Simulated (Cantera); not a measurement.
Premixed flame

A freely propagating, adiabatic, planar premixed flame of C3H8 : O2 : N2 : CO2 = 1 : 4.17 : 15.7 : 3 (molar parts), equivalence ratio 1.2, unburnt at 473 K and 255 Torr; mixture-averaged transport, grid criteria slope 0.08 and curve 0.16, no radiation.

Model: GRI-Mech 3.0 (53 species, 325 reactions), integrated in Cantera. GRI-Mech 3.0 was tuned for natural gas; its chemistry of propane as a main component is partial and can be far from experiment. Burning velocities carry a grid error of a few per cent, more on coarse grids.

```csv
z (mm),T (K),u (m/s),x C3H8,x O2,x CO2,x H2,x HCO,x H2O
-3.17,473,0.657,0.0418,0.174,0.126,0.00152,<1e-8,4.50e-5
-2.12,475,0.661,0.0417,0.174,0.125,0.00417,<1e-8,0.000453
-1.59,482,0.673,0.0416,0.172,0.125,0.00718,<1e-8,0.00179
-1.06,535,0.753,0.0408,0.166,0.124,0.0127,<1e-8,0.00916
-0.529,868,1.26,0.0299,0.130,0.122,0.0213,3.53e-7,0.0439
-0.264,1223,1.83,0.0110,0.0908,0.124,0.0254,1.53e-5,0.0764
0,1562,2.39,0.000408,0.0486,0.130,0.0252,6.23e-5,0.108
0.264,1711,2.63,5.32e-7,0.0246,0.140,0.0199,2.01e-5,0.125
0.529,1748,2.68,<1e-8,0.0156,0.147,0.0162,1.73e-6,0.130
1.06,1775,2.71,<1e-8,0.0110,0.156,0.0149,9.20e-8,0.131
2.12,1808,2.75,<1e-8,0.00920,0.160,0.0147,7.30e-8,0.132
4.23,1851,2.81,<1e-8,0.00758,0.162,0.0139,5.52e-8,0.135
8.46,1903,2.88,<1e-8,0.00558,0.165,0.0129,3.71e-8,0.138
```
x: mole fraction of selected species; z is measured from the peak of heat release.

The laminar burning velocity comes out as 65.6 cm/s, the thermal thickness is 1.06 mm and the peak x(H2) comes out as 0.0262. The peak x(HCO) is 6.25e-5 and the grid points is 143.
